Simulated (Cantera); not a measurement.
Input: 1 mol CH3SiH3, 0.4 mol C2H2, 160 mol H2, 0.062 mol C3H8, at 0.640 bar.

Cantera equilibrium calculation (NASA polynomials, part measured and part estimated; ideal gas, pure solids and liquids). Candidate condensed phases: C, C6H6, C7H8, C8H18, Si, SiC; 87 gas species. The feed counts by its element totals alone. Gases not in the tables: Si2H6 and higher silanes. The numbers say what is thermodynamically allowed, not how fast it happens.

log p: log10 of the partial pressure in bar; n: condensed amount in mol.

```csv
T (K),log p H2,log p H,log p C2H2 (acetylene),log p Si,n C(graphite),n SiC(s)
1973,-0.19,-2.97,-3.39,-5.81,0.728,0.999
2023,-0.20,-2.82,-3.24,-5.47,0.652,0.997
2073,-0.20,-2.68,-3.11,-5.15,0.550,0.995
2123,-0.20,-2.54,-2.98,-4.84,0.417,0.991
2173,-0.20,-2.42,-2.85,-4.55,0.246,0.985
2223,-0.20,-2.29,-2.74,-4.28,0.0328,0.972
2273,-0.20,-2.18,-2.71,-3.97,0,0.947
2323,-0.20,-2.06,-2.69,-3.67,0,0.898
2373,-0.20,-1.96,-2.66,-3.39,0,(withheld)
2423,-0.21,-1.85,-2.62,-3.13,0,(withheld)
2473,-0.21,-1.76,-2.56,-2.89,0,(withheld)
```

**Question.** Fill in the missing entries.

**Answer.** 
- 2373, n SiC(s): 0.812
- 2423, n SiC(s): 0.662
- 2473, n SiC(s): 0.414
